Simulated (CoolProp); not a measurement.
Computed with CoolProp (reference Helmholtz-energy equation of state, Gao 2016).

Q: For sulfur dioxide, give the phase and the Joule-Thomson coefficient (K/MPa) at 251.85 °C and 292 kPa; 251.85 °C and 5200 kPa; 251.85 °C and 11800 kPa.

A: 
- 251.85 °C and 292 kPa: gas; Joule-Thomson coefficient 7.53
- 251.85 °C and 5200 kPa: gas; Joule-Thomson coefficient 7.30
- 251.85 °C and 11800 kPa: supercritical; Joule-Thomson coefficient 6.23
